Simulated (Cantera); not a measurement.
A closed system holds: 1 mol SiCl4, 2.3 mol HCl, 10 mol H2, equilibrated at 0.220 bar.

Method: chemical equilibrium by Gibbs-energy minimisation in Cantera with the NASA 1993 tables (ideal gas, pure condensed phases). Candidate condensed phases: Si; 19 gas species. Equilibrium is a limit: real reactors are often held back by kinetics, nucleation or transport.

### Question
At 623 K, list the 4 most abundant gas species with their mole fractions, and the condensed phases.

### Answer
H2 0.752, HCl 0.173, SiCl4 0.0752, SiHCl3 1.51e-5. Condensed: gas only.
